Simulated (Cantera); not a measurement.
Cantera run:

```python
import numpy as np
import cantera as ct

gas_names = """
    C CH CH2 CH3 CH4 C2 C2H C2H2,acetylene C2H2,vinylidene C2H3,vinyl C2H4 C2H5 C2H6 C3 C3H3,propargyl
    C3H4,allene C3H4,propyne C3H4,cyclo- C3H5,allyl C3H6,propylene C3H6,cyclo- C3H7,n-propyl
    C3H7,i-propyl C3H8 C4 C4H2 C4H4,1,3-cyclo- C4H6,butadiene C4H6,2-butyne C4H6,cyclo- C4H8,1-butene
    C4H8,cis2-buten C4H8,tr2-butene C4H8,isobutene C4H8,cyclo- C4H9,n-butyl C4H9,i-butyl C4H9,s-butyl
    C4H9,t-butyl C4H10,isobutane C4H10,n-butane C5 C5H6,1,3cyclo- C5H8,cyclo- C5H10,1-pentene
    C5H10,cyclo- C5H11,pentyl C5H11,t-pentyl C5H12,n-pentane C5H12,i-pentane CH3C(CH3)2CH3 C6H2
    C6H5,phenyl C6H6 C6H10,cyclo- C6H12,1-hexene C6H12,cyclo- C6H13,n-hexyl C7H7,benzyl C7H8
    C7H14,1-heptene C7H15,n-heptyl C7H16,n-heptane C8H8,styrene C8H10,ethylbenz C8H16,1-octene
    C8H17,n-octyl C8H18,isooctane C8H18,n-octane C9H19,n-nonyl C10H8,naphthale C10H21,n-decyl
    C12H9,o-bipheny C12H10,bipheny H H2 Si SiC SiC2 SiC4H12 SiH SiH2 SiH3 SiH4 Si2 Si2C Si3
""".split()
cond_names = """
    C(gr) C6H6(L) C7H8(L) C8H18(L),n-octa Si(cr) Si(L) SiC(b)
""".split()


def load(file, names, dense=False):
    # The tables refer to 1 bar. Condensed volumes are neglected.
    table = {s.name: s for s in ct.Species.list_from_file(file)}
    out = []
    for n in names:
        d = dict(table[n].input_data)
        d["thermo"] = dict(d["thermo"], **{"reference-pressure": 1e5})
        if dense:
            d["equation-of-state"] = {"model": "constant-volume", "density": "1e6 g/cm^3"}
        out.append(ct.Species.from_dict(d))
    return out


gas = ct.Solution(thermo="ideal-gas", species=load("nasa_gas.yaml", gas_names))
cond = {s.name: ct.Solution(thermo="fixed-stoichiometry", species=[s], name=s.name)
        for s in load("nasa_condensed.yaml", cond_names, dense=True)}
atoms = {
    'CH3SiH3': {'C': 1, 'H': 6, 'Si': 1},
    'C3H8': {'C': 3, 'H': 8},
    'H2': {'H': 2},
}
top_T = {'C(gr)': 4500, 'SiC(b)': 3050}  # K; cautious upper limits of use, not melting points


def equilibrate(T, P, feed):
    n = {}
    for name, mol in feed.items():
        for a, k in atoms[name].items():
            n[a] = n.get(a, 0.0) + k * mol
    gas.TPX = T, P, n
    mass = sum(n.values()) * gas.mean_molecular_weight
    gas.equilibrate("TP")
    valid = [c for c in cond.values() if c.min_temp <= T <= top_T.get(c.name, c.max_temp)]
    mix = ct.Mixture([(gas, mass / gas.mean_molecular_weight)] + [(c, 0.0) for c in valid])
    mix.T, mix.P = T, P
    mix.equilibrate("TP", solver="vcs", rtol=1e-11, max_steps=5000)
    return mix


results = []
feed = {'CH3SiH3': 1, 'C3H8': 0.36, 'H2': 2.4}  # mol
P = 1000  # Pa
for T in [1900, 1950, 2000, 2050, 2100, 2150, 2200, 2250, 2300, 2350]:
    mix = equilibrate(T, P, feed)
    results.append((T, P, feed, dict(zip(mix.species_names, mix.species_moles))))

top = {s: max(r[3][s] / sum(r[3][g] for g in gas_names) for r in results) for s in gas_names}
cols = sorted((s for s in top if top[s] > 0.001), key=lambda s: -top[s])[:8]
seen = [c for c in cond_names if any(r[3].get(c, 0) > 1e-12 for r in results)]
print("log10 of partial pressures in bar; condensed amounts in mol")
print(f"{'T/K':>10s}" + "".join(f"{s[:9]:>10s}" for s in cols + seen))
for T, P, feed, n in results:
    ng = sum(n[g] for g in gas_names)
    print(f"{T:10.4g}" + "".join(f"{np.log10(max(n[s] / ng * P / 1e5, 1e-99)):10.3f}" for s in cols)
          + "".join(f"{n.get(c, 0):10.4g}" for c in seen))
```

It prints:

```
log10 of partial pressures in bar; condensed amounts in mol
       T/K        H2         H        Si C2H2,acet      SiC2      Si2C     C(gr)    SiC(b)
      1900    -2.004    -4.102    -6.329    -5.422    -7.926    -8.086     1.075    0.9996
      1950    -2.005    -3.943    -5.967    -5.268    -7.454    -7.623     1.073    0.9991
      2000    -2.008    -3.793    -5.622    -5.122    -7.005    -7.184     1.071     0.998
      2050    -2.011    -3.650    -5.295    -4.985    -6.579    -6.767     1.069    0.9958
      2100    -2.015    -3.514    -4.983    -4.855    -6.174    -6.371     1.068    0.9912
      2150    -2.020    -3.385    -4.686    -4.733    -5.788    -5.994     1.069    0.9821
      2200    -2.028    -3.263    -4.403    -4.619    -5.420    -5.634     1.074    0.9646
      2250    -2.038    -3.148    -4.132    -4.513    -5.069    -5.291     1.089    0.9312
      2300    -2.052    -3.040    -3.874    -4.416    -4.734    -4.964      1.12    0.8687
      2350    -2.071    -2.939    -3.626    -4.329    -4.413    -4.650     1.181    0.7527
```

Cantera equilibrium calculation (NASA polynomials, part measured and part estimated; ideal gas, pure solids and liquids). The feed counts by its element totals alone. Gases not in the tables: Si2H6 and higher silanes.
